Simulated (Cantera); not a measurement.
Feed: 1 mol AlCl₃, 28 mol N₂O, 28 mol H₂, equilibrated at 13.3 mbar.

Cantera equilibrium calculation (NASA polynomials, part measured and part estimated; ideal gas, pure solids and liquids). Candidate condensed phases: Al, AlCl₃, AlN, Al₂O₃, H₂O, NH₄Cl; 45 gas species. Equilibrium is a limit: real reactors are often held back by kinetics, nucleation or transport. All values below are at 1298 K.

Base state: N₂ 0.487, H₂O 0.461, HCl 0.0521, H₂ 7.27e-5, Cl 4.79e-5, O₂ 2.11e-5 (mole fractions); condensed: Al₂O₃(s).

What changes in the equilibrium state with this change: H₂ from 28 to 22 mol?


| species | before | after |
|---|---|---|
| N₂ | 0.487 | 0.514 |
| H₂O | 0.461 | 0.376 |
| O₂ | 2.11e-5 | 0.0548 |
| HCl | 0.0521 | 0.0546 |
| Cl₂ | 2.06e-7 | 1.41e-5 |
| H₂ | 7.27e-5 | 1.17e-6 |
| NO | 3.08e-6 | 0.000161 |
| Al₂O₃(s), mol | 0.500 | 0.500 |
